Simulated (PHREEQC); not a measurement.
3.4 g of hydrous ferric oxide (600 m²/g; 0.2 weak and 0.005 strong sites per Fe, Dzombak-Morel constants, diffuse double layer) in 1 kg of water with 0.005 mol/kgw of an inert sodium salt and 0.0033 mol MgCl2, at 25 °C; the pH is set by adding NaOH or the inert anion's acid. Oxygen alone is held at its pressure in air (log pO2 = -0.68). The system is closed to CO2. Nothing may precipitate in this run.

Computed with PHREEQC (ion-association model, wateq4f.dat).

```tsv
pH	Mg sorbed (%)	surface charge σ (C/m²)	surface potential ψ (mV)
4	0.0	0.244	177
4.38	0.0	0.198	167
4.75	0.0	0.157	156
5.5	0.0	0.090	129
5.88	0.1	0.065	113
6.25	0.4	0.046	?
6.62	1.7	0.032	79
7.38	22.6	0.016	50
7.75	44.2	0.012	42
8.12	65.1	0.010	35
8.5	81.5	0.007	27
9.25	?	0.001	?
9.62	99.3	-0.004	-14
10	99.8	-0.009	-32
```

Question: What belongs in the gaps?

Answer: 
- 6.25, surface potential ψ (mV): 97
- 9.25, Mg sorbed (%): 97.3
- 9.25, surface potential ψ (mV): 2
